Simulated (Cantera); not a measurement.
Hydrocarbon pyrolysis for carbon deposition

An isothermal, constant-pressure homogeneous reactor starts with 25.6 % C2H4, 74.4 % H2, at 1075 K and 100.0 Torr.

Model: GRI-Mech 3.0 (53 species, 325 reactions), integrated in Cantera. GRI-Mech 3.0 was tuned for natural gas; its chemistry of ethylene as a main component is partial and can be far from experiment. GRI-Mech 3.0 stops at C3 and has no aromatics, soot or wall deposition, so with more carbon than oxygen in the feed, carbon stays in small species such as C2H2 where larger ones or solid carbon would form.

```
t (s)     x C2H4   x H2     x CH4   x C2H     x CH3   x CH2    x C2H6
--------  ------  -----  --------  ------  --------  ------  --------
0.000300   0.256  0.744    <1e-12  <1e-12    <1e-12  <1e-12  1.55e-11
0.000841   0.256  0.744    <1e-12  <1e-12    <1e-12  <1e-12  1.24e-10
0.00236    0.256  0.744    <1e-12  <1e-12    <1e-12  <1e-12  9.87e-10
0.00661    0.256  0.744    <1e-12  <1e-12    <1e-12  <1e-12   7.84e-9
0.0185     0.256  0.744  9.58e-12  <1e-12    <1e-12  <1e-12   6.14e-8
0.0520     0.256  0.744  2.15e-10  <1e-12    <1e-12  <1e-12   4.91e-7
0.146      0.256  0.744   5.37e-9  <1e-12  5.52e-12  <1e-12   4.49e-6
0.408      0.256  0.744   4.02e-7  <1e-12  2.77e-10  <1e-12   9.92e-5
1.15       0.249  0.741  0.000894  <1e-12   1.85e-7  <1e-12   0.00775
3.21       0.228  0.732    0.0151  <1e-12   7.06e-7  <1e-12    0.0171
9.00       0.207  0.713    0.0488  <1e-12   1.26e-6  <1e-12    0.0153
```
x: mole fraction; the columns are a selection and need not sum to one.

Equilibrium at this temperature and pressure: C2H4 0.0114, H2 0.336, CH4 0.650, C2H <1e-12, CH3 8.20e-7, CH2 <1e-12, C2H6 0.000411 (gas phase only).
